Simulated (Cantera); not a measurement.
Feed: 1 mol LiOH, 0.066 mol H2O, at 1025 K and 1330 Pa.

Cantera equilibrium calculation (NASA polynomials, part measured and part estimated; ideal gas, pure solids and liquids). Candidate condensed phases: H2O, Li, LiH, LiOH, Li2O; 17 gas species. Kinetics and transport are ignored.

Question: What is the equilibrium state?

Answer: 
* **x(H2O)**: 1.000
* **x(LiOH)**: 0.000328
* **x(Li2(OH)2)**: 1.78e-5
* **x(H2)**: 1.71e-6
* **n(Li2O(s))**: 0.500 mol
* **gas amount**: 0.5661 mol
* **log10 activity of Li(l) (absent)**: -9.79
